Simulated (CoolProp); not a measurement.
Saturated liquid density (kg/m³) of n-perfluorohexane: the reference equation beside estimates from Tc = 174.9 °C, pc = 1.742 MPa, ω = 0.497. Rackett uses Z = 0.29056 − 0.08775 ω.

Model: reference Helmholtz-energy equation of state, Gao 2022, in CoolProp.

```csv
T (°C),reference,Rackett,Redlich-Kwong,Soave-Redlich-Kwong,Peng-Robinson
-59.85,1913,2047,1561,1628,1827
-51.45,1890,2023,1543,1614,1812
-42.95,1866,1997,1525,1599,1797
-34.55,1843,1972,1507,1585,1781
-26.15,1820,1947,1487,1569,1765
-17.65,1796,1920,1467,1552,1747
-9.25,1773,1894,1447,1535,1729
-0.85,1749,1867,1425,1517,1709
7.65,1726,1839,1403,1497,1688
16.05,1702,1811,1380,1477,1667
24.55,1677,1781,1356,1456,1644
32.95,1653,1752,1331,1433,1619
41.35,1627,1722,1305,1410,1594
49.85,1601,1690,1278,1384,1566
58.25,1575,1658,1250,1358,1537
```

Absolute difference from the reference over all 15 rows, mean and median: Rackett 6.5 and 6.7 %, Redlich-Kwong 18.9 and 18.5 %, Soave-Redlich-Kwong 13.7 and 13.6 %, Peng-Robinson 2.7 and 2.4 %.
